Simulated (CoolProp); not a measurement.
Saturated liquid density (kg/m³) of 1,2-dichloroethane: the reference equation beside estimates from Tc = 561.6 K, pc = 52.26 bar, ω = 0.269. Rackett uses Z = 0.29056 − 0.08775 ω.

The numbers come from the reference Helmholtz-energy equation of state, Thol 2015 in CoolProp.

| T (K) | reference | Rackett | van der Waals | Redlich-Kwong | Soave-Redlich-Kwong | Peng-Robinson |
|---|---|---|---|---|---|---|
| 314.5 | 1221 | 1179 | 700.8 | 1036 | 1065 | 1201 |
| 337.8 | 1186 | 1145 | 682.0 | 1004 | 1037 | 1170 |
| 361 | 1150 | 1110 | 662.1 | 969.3 | 1005 | 1136 |
| 384.3 | 1111 | 1073 | 640.7 | 931.6 | 970.2 | 1098 |
| 407.6 | 1070 | 1033 | 617.6 | 890.6 | 931.2 | 1055 |
| 430.9 | 1026 | 990.8 | 592.5 | 845.5 | 887.4 | 1007 |
| 454.2 | 977.6 | 944.9 | 564.7 | 795.6 | 837.6 | 950.7 |
| 477.4 | 925.0 | 894.0 | 533.7 | 739.7 | 780.4 | 885.7 |

Absolute difference from the reference over all 8 rows, mean and median: Rackett 3.4 and 3.4 %, van der Waals 42.4 and 42.3 %, Redlich-Kwong 16.9 and 16.5 %, Soave-Redlich-Kwong 13.4 and 12.9 %, Peng-Robinson 2.0 and 1.5 %.
